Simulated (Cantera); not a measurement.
Charge: 1 mol V₂O₃, a varied amount of H₂, equilibrated at 0.360 bar.

These are equilibrium values from Cantera (NASA tables, ideal gas, pure condensed phases), not measurements of a reactor. Candidate condensed phases: H₂O, V, VO, V₂O₃, V₂O₄, V₂O₅; 12 gas species. Mutual solubility and eutectic melting of coexisting phases are not modelled. VO: taken at fixed stoichiometry. Condensed phases not in the tables: the oxides between V₂O₃ and V₂O₅ other than VO₂. Rates play no part.

Q: What condenses at these points (T in K, n(H₂) in mol): (1925, 8.8); (1925, 160); (1625, 2.7); (1250, 4.9)?

A: 
```csv
T (K),n(H₂) in mol,condensed phases,V condensed (%)
1925,8.8,VO + V₂O₃,100.0
1925,160,VO,100.0
1625,2.7,VO + V₂O₃,100.0
1250,4.9,VO + V₂O₃,100.0
```
